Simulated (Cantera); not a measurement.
Charge: 1 mol SiCl4, 18 mol N2, 4.2 mol H2, at 677 °C and 100 Pa.

Method: chemical equilibrium by Gibbs-energy minimisation in Cantera with the NASA 1993 tables (ideal gas, pure condensed phases). Candidate condensed phases: NH4Cl, Si, Si3N4; 28 gas species. N2 is the only nitrogen source here; it is nearly inert below about 1500 K, so the nitride shown seldom forms there in practice. Kinetics and transport are ignored.

Base state: N2 0.739, HCl 0.158, H2 0.0994, SiCl4 0.00290 (mole fractions); condensed: Si3N4(s).

**Question.** What changes in the equilibrium state with this change: temperature from 677 °C to 1525 °C?

**Answer.** 
```json
[
 {"species": "N2", "before": "0.739", "after": "0.741"},
 {"species": "H2", "before": "0.0994", "after": "0.130"},
 {"species": "HCl", "before": "0.158", "after": "0.0823"},
 {"species": "SiCl2", "before": "6.30e-7", "after": "0.0397"},
 {"species": "Si", "before": "<1e-9", "after": "0.000758"},
 {"species": "H", "before": "5.55e-9", "after": "0.00401"},
 {"species": "SiCl", "before": "<1e-9", "after": "0.000479"},
 {"species": "Cl", "before": "8.42e-9", "after": "0.00195"},
 {"species": "SiCl4", "before": "0.00290", "after": "8.71e-7"},
 {"species": "Si3N4(s), mol", "before": "0.310", "after": "0"}
]
```
The tables' values for SiCl, SiCl3 are old estimates; treat these amounts as uncertain.
